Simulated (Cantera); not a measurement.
Input: 1 mol PbO, 380 mol H2, 0.075 mol H2O, equilibrated at 2073.15 K and 0.200 bar.

Equilibrium computed with Cantera from the NASA thermochemical tables; the gas is ideal and each condensed phase is pure. Candidate condensed phases: H2O, Pb, PbO, PbO2, Pb3O4; 12 gas species. Kinetics and transport are ignored.

Base state: H2 0.989, H 0.00585, H2O 0.00281, Pb 0.00262 (mole fractions); condensed: gas only.

Q: What changes in the equilibrium state with this change: temperature from 2073.15 K to 625 K?

A: 
```tsv
species	before	after
H2	0.989	0.997
H2O	0.00281	0.00283
H	0.00585	<1e-9
Pb	0.00262	<1e-9
Pb(l), mol	0	1.00
```
